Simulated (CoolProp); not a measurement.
Aqueous calcium chloride as a coolant, 14 % by mass, freezing at -9.9 °C, 1 atm.

The numbers come from the Melinder's fits for secondary coolants in CoolProp.

```tsv
T (°C)	viscosity (mPa s)	density (kg/m³)	Prandtl number	conductivity (W/(m K))
-7.9	3.24	1128	…	0.540
-2.5	2.72	1126	16.6	0.548
2.9	2.31	1125	13.9	0.556
8.3	1.98	1125	…	0.564
13.7	1.72	1124	10.2	0.572
19.1	…	1124	…	…
24.6	1.34	1123	…	0.589
30	…	1121	6.82	0.598
35.4	1.07	1119	6.07	0.606
```

Question: Fill in the missing entries.

Answer: 
- -7.9, Prandtl number: 19.9
- 8.3, Prandtl number: 11.8
- 19.1, viscosity (mPa s): 1.51
- 19.1, Prandtl number: 8.83
- 19.1, conductivity (W/(m K)): 0.581
- 24.6, Prandtl number: 7.72
- 30, viscosity (mPa s): 1.19
